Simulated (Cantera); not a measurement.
An adiabatic, constant-pressure homogeneous reactor starts with CO : H2 : O2 : N2 : H2O = 1 : 0.72 : 0.358 : 1.35 : 0.47 (molar parts), at 1075 K and 0.730 bar.

Cantera simulation using GRI-Mech 3.0 (53 species, 325 reactions); the numbers are that mechanism's predictions, not measurements.

x: mole fraction; the columns are a selection and need not sum to one.

| t (s) | T (K) | x CO | x H2 | x O2 | x OH | x H2O | x O |
|---|---|---|---|---|---|---|---|
| 1.00e-6 | 1075 | 0.257 | 0.185 | 0.0918 | 1.01e-11 | 0.121 | 7.51e-11 |
| 2.63e-6 | 1075 | 0.257 | 0.185 | 0.0918 | 2.94e-11 | 0.121 | 1.53e-10 |
| 6.92e-6 | 1075 | 0.257 | 0.185 | 0.0918 | 7.38e-11 | 0.121 | 2.89e-10 |
| 1.82e-5 | 1075 | 0.257 | 0.185 | 0.0918 | 2.30e-10 | 0.121 | 7.19e-10 |
| 4.79e-5 | 1075 | 0.257 | 0.185 | 0.0918 | 1.38e-9 | 0.121 | 3.81e-9 |
| 0.000126 | 1075 | 0.257 | 0.185 | 0.0918 | 6.23e-8 | 0.121 | 1.65e-7 |
| 0.000331 | ? | 0.175 | 0.0877 | ? | ? | ? | ? |
| 0.000872 | 2270 | 0.189 | 0.0894 | 0.000569 | 0.00518 | 0.234 | 0.000510 |
| 0.00229 | 2337 | 0.191 | 0.0899 | 0.000117 | 0.00251 | 0.241 | 0.000104 |
| 0.00603 | 2347 | 0.192 | 0.0900 | 7.40e-5 | 0.00201 | 0.242 | 6.61e-5 |
| 0.0159 | 2347 | 0.192 | 0.0900 | 7.31e-5 | 0.00200 | 0.242 | 6.54e-5 |
| 0.0418 | 2347 | 0.192 | 0.0900 | 7.28e-5 | 0.00200 | 0.242 | 6.51e-5 |
| 0.110 | 2346 | 0.192 | 0.0901 | 7.23e-5 | 0.00199 | 0.242 | 6.47e-5 |
| 0.289 | 2346 | 0.192 | 0.0901 | 7.21e-5 | 0.00199 | 0.242 | 6.45e-5 |
| 0.760 | 2346 | 0.192 | 0.0901 | 7.21e-5 | 0.00199 | 0.242 | 6.45e-5 |
| 2.00 | 2346 | 0.192 | 0.0901 | 7.21e-5 | 0.00199 | 0.242 | 6.45e-5 |

Q: Fill in the missing entries.

A: 
- 0.000331, T (K): 1867
- 0.000331, x O2: 0.00514
- 0.000331, x OH: 0.0101
- 0.000331, x H2O: 0.199
- 0.000331, x O: 0.00510
